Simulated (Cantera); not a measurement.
Mixture: 7.19 % CH4, 19.4 % O2, 73.4 % N2, at 1500 Torr, adiabatic and at constant pressure. Ignition delay is the time to a rise of 400 K.

Model: GRI-Mech 3.0 (53 species, 325 reactions), integrated in Cantera.

Predict: delay at 1425 K; delay at 1500 K; delay at 1575 K; delay at 1650 K; delay at 1725 K; apparent activation energy between 1575 and 1725 K.


```json
{
 "delay at 1425 K": "1.34 ms",
 "delay at 1500 K": "0.618 ms",
 "delay at 1575 K": "0.308 ms",
 "delay at 1650 K": "0.166 ms",
 "delay at 1725 K": "96.0 µs",
 "apparent activation energy between 1575 and 1725 K": "180 kJ/mol"
}
```
